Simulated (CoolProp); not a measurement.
The fluid at 298.15 K and 0.448 MPa is throttled through a valve to 0.0508 MPa with no heat exchange. The same conditions are run with several fluids, on thermodynamics alone (safety and materials aside).

The numbers come from the reference Helmholtz-energy equation of state of each fluid (normal hydrogen: Leachman 2009; C2F6 (R116): Lemmon 2006; CF4 (R14): Platzer 1990; nitrogen: Span 2000; CH3F (R41): Lemmon 2006) in CoolProp. The equations of Platzer and Polt are older, rougher fits.

Problem. Rank normal hydrogen, C2F6 (R116), CF4 (R14), nitrogen, CH3F (R41) by temperature change (K), highest first.

Solution. normal hydrogen (+0.1), nitrogen (-0.9), CF4 (R14) (-2.2), C2F6 (R116) (-3.4), CH3F (R41) (-7.4)

| fluid | final density (kg/m³) |
|---|---|
| normal hydrogen | 0.0413 |
| C2F6 (R116) | 2.88 |
| CF4 (R14) | 1.82 |
| nitrogen | 0.576 |
| CH3F (R41) | 0.718 |
